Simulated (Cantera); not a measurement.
An isothermal, constant-pressure homogeneous reactor starts with NH₃ : N₂ = 1 : 1.8 (molar parts), at 2400 K and 0.0133 bar. Integrator tolerance rtol = 1e-08.

Computed with Cantera and the gas-phase N/H chemistry of the illustrative SiF4/NH3 mechanism in the Surface Chemkin manual (1991). Walls and surfaces, which speed up NH3 decomposition in real reactors, are not modelled.

Q: What does this change do: temperature 2400 to 1775 K?

A: 
```csv
quantity,before,after
x(NH₃) at 3.00 s,3.47e-8 (gas-phase equilibrium 2.33e-8),0.259 (gas-phase equilibrium 7.81e-8)
x(N) at 3.00 s,6.38e-7 (gas-phase equilibrium 7.32e-7),3.00e-7 (gas-phase equilibrium 1.56e-10)
x(NH) at 3.00 s,8.68e-8 (gas-phase equilibrium 8.33e-8),4.53e-6 (gas-phase equilibrium 1.68e-10)
x(H) at 3.00 s,0.0691 (gas-phase equilibrium 0.0807),4.43e-5 (gas-phase equilibrium 0.00158)
x(NH₂) at 3.00 s,2.24e-8 (gas-phase equilibrium 1.80e-8),0.000279 (gas-phase equilibrium 8.30e-10)
x(N₂H₂) at 3.00 s,<1e-12 (gas-phase equilibrium <1e-12),1.62e-6 (gas-phase equilibrium <1e-12)
```

Q: What does this change do: NH3 1 to 2.7 parts?

A: 
```
quantity                                            before                                    after
-----------------  ---------------------------------------  ---------------------------------------
x(NH₃) at 3.00 s   3.47e-8 (gas-phase equilibrium 2.33e-8)  4.36e-8 (gas-phase equilibrium 3.40e-8)
x(N) at 3.00 s     6.38e-7 (gas-phase equilibrium 7.32e-7)  6.18e-7 (gas-phase equilibrium 6.20e-7)
x(NH) at 3.00 s    8.68e-8 (gas-phase equilibrium 8.33e-8)  9.17e-8 (gas-phase equilibrium 8.46e-8)
x(H) at 3.00 s       0.0691 (gas-phase equilibrium 0.0807)    0.0900 (gas-phase equilibrium 0.0968)
x(NH₂) at 3.00 s   2.24e-8 (gas-phase equilibrium 1.80e-8)  2.58e-8 (gas-phase equilibrium 2.19e-8)
x(N₂H₂) at 3.00 s    <1e-12 (gas-phase equilibrium <1e-12)    <1e-12 (gas-phase equilibrium <1e-12)
```
